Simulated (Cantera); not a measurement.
Charge: 1 mol Ca(OH)₂, a varied amount of CO₂, 0.7 mol O₂, at 1375 K and 7.60 mbar.

Cantera equilibrium calculation (NASA polynomials, part measured and part estimated; ideal gas, pure solids and liquids). Candidate condensed phases: C, C₆H₆, C₇H₈, C₈H₁₈, Ca, CaCO₃, CaO, Ca(OH)₂, H₂O; 115 gas species. Equilibrium is a limit: real reactors are often held back by kinetics, nucleation or transport.

log p: log10 of the partial pressure in bar; n: condensed amount in mol.

```
n(CO₂) (mol)  log p CO₂  log p H₂O  log p O₂  log p OH  log p CO  n CaO(s)
------------  ---------  ---------  --------  --------  --------  --------
0.055             -3.62      -2.36     -2.52     -5.76         …      1.00
0.088             -3.43      -2.37     -2.53     -5.77         …      1.00
0.14              -3.24      -2.38     -2.54     -5.78         …      1.00
0.22              -3.06      -2.40     -2.56     -5.79         …      1.00
0.35              -2.89      -2.43     -2.59     -5.81         …      1.00
0.56              -2.73      -2.47     -2.63     -5.85         …      1.00
0.88              -2.59      -2.53     -2.69     -5.89         …      1.00
1.4               -2.46      -2.61     -2.77     -5.95         …      1.00
2.2               -2.37      -2.71     -2.87     -6.02         …      1.00
3.5               -2.29      -2.84     -2.99     -6.12         …      1.00
5.6               -2.23      -2.98     -3.14     -6.23         …      1.00
8.9               -2.20      -3.14     -3.30     -6.35         …      1.00
```

Fill in the missing entries.


- 0.055, log p CO: -8.56
- 0.088, log p CO: -8.36
- 0.14, log p CO: -8.17
- 0.22, log p CO: -7.98
- 0.35, log p CO: -7.79
- 0.56, log p CO: -7.61
- 0.88, log p CO: -7.44
- 1.4, log p CO: -7.28
- 2.2, log p CO: -7.13
- 3.5, log p CO: -7.00
- 5.6, log p CO: -6.86
- 8.9, log p CO: -6.74
